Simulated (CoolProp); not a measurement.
Nitrogen along the isobar 2590 kPa: fugacity coefficient from the reference equation and from simpler models built on Tc = -147.0 °C, pc = 3396 kPa, ω = 0.037; each cubic takes its own stable root.

Values from CoolProp's reference Helmholtz-energy equation of state, Span 2000.

```tsv
T (°C)	phase	reference	van der Waals	Redlich-Kwong	Peng-Robinson
-175.25	liquid	0.2452	0.3956	0.2455	0.2419
-160.55	liquid	0.5265	0.6373	0.5341	0.5159
-145.75	gas	0.7596	0.7792	0.7557	0.7353
-131.05	gas	0.8297	0.8334	0.8245	0.8061
-116.35	gas	0.8755	0.8710	0.8702	0.8543
-101.65	gas	0.9074	0.8984	0.9022	0.8889
-86.95	gas	0.9305	0.9190	0.9254	0.9144
-72.15	gas	0.9478	0.9349	0.9427	0.9338
-57.45	gas	0.9607	0.9473	0.9558	0.9486
-42.75	gas	0.9707	0.9571	0.9658	0.9602
-28.05	gas	0.9785	0.9651	0.9737	0.9692
-13.35	gas	0.9847	0.9715	0.9799	0.9765
1.35	gas	0.9896	0.9768	0.9848	0.9823
16.15	gas	0.9936	0.9813	0.9889	0.9871
30.85	gas	0.9968	0.9849	0.9921	0.9909
```
